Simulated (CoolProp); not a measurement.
Model: reference Helmholtz-energy equation of state, Penoncello 2003, in CoolProp.

Task: Give the vapour pressure (MPa), liquid density (kg/m³), liquid cp (kJ/(kg K)), vapour Z of saturated CHF3 (R23) at -106.65, -91.45 °C.

Result: 
```json
[
 {"T (°C)": "-106.65", "p (MPa)": "0.0190", "liquid density (kg/m³)": "1540", "liquid cp (kJ/(kg K))": "1.21", "vapour Z": "0.985"},
 {"T (°C)": "-91.45", "p (MPa)": "0.0568", "liquid density (kg/m³)": "1480", "liquid cp (kJ/(kg K))": "1.22", "vapour Z": "0.970"}
]
```
